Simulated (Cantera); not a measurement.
An adiabatic, constant-pressure homogeneous reactor starts with H₂ : O₂ : N₂ = 1 : 1.02 : 3.84 (molar parts), equivalence ratio 0.49, at 1225 K and 1000000 Pa.

Computed with Cantera and GRI-Mech 3.0 (53 species, 325 reactions). The hydrogen kinetics of GRI-Mech 3.0 are dated; newer H2 mechanisms differ, most at raised pressure.

### Question
Predict: time of steepest temperature rise; temperature at 9.00 s; equilibrium temperature; x(H₂) at 9.00 s; x(O₂) at 9.00 s; x(OH) at 9.00 s; x(H₂O) at 9.00 s; x(NO₂) at 9.00 s; x(O) at 9.00 s; x(H) at 9.00 s.

### Answer
| Property | Value |
|---|---|
| time of steepest temperature rise | 24.4 µs |
| temperature at 9.00 s | 2376 K |
| equilibrium temperature | 2376 K |
| x(H₂) at 9.00 s | 0.000613 (gas-phase equilibrium 0.000613) |
| x(O₂) at 9.00 s | 0.0896 (gas-phase equilibrium 0.0896) |
| x(OH) at 9.00 s | 0.00592 (gas-phase equilibrium 0.00592) |
| x(H₂O) at 9.00 s | 0.183 (gas-phase equilibrium 0.183) |
| x(NO₂) at 9.00 s | 2.39e-5 (gas-phase equilibrium 2.39e-5) |
| x(O) at 9.00 s | 0.000724 (gas-phase equilibrium 0.000724) |
| x(H) at 9.00 s | 0.000112 (gas-phase equilibrium 0.000112) |
